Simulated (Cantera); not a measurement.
A closed system holds: 1 mol Si₃N₄, 0.019 mol CO₂, 15 mol H₂, equilibrated at 0.0240 Torr.

Equilibrium computed with Cantera from the NASA thermochemical tables; the gas is ideal and each condensed phase is pure. Candidate condensed phases: C, C₆H₆, C₇H₈, C₈H₁₈, H₂O, Si, SiC, SiO₂, Si₂N₂O, Si₃N₄; 151 gas species. The tables' values for SiN are old estimates; treat these amounts as uncertain. Gases not in the tables: Si₂H₆ and higher silanes. Equilibrium is a limit: real reactors are often held back by kinetics, nucleation or transport. All values below are at 1850 K.

Base state: H₂ 0.682, Si 0.139, N₂ 0.0961, H 0.0787, SiO 0.00165, Si₂C 0.000699, Si₂ 0.000668, SiH 0.000643 (mole fractions); condensed: gas only.

### Question
What changes in the equilibrium state with this change: H₂ from 15 to 380 mol?

### Answer
| species | before | after |
|---|---|---|
| H₂ | 0.682 | 0.897 |
| H | 0.0787 | 0.0902 |
| Si | 0.139 | 0.00734 |
| N₂ | 0.0961 | 0.00496 |
| Si₃ | 0.000107 | 1.58e-8 |
| Si₂N | 9.79e-5 | 6.23e-8 |
| Si₂C | 0.000699 | 7.87e-7 |
| Si₂ | 0.000668 | 1.87e-6 |
| SiN | 9.33e-5 | 1.12e-6 |
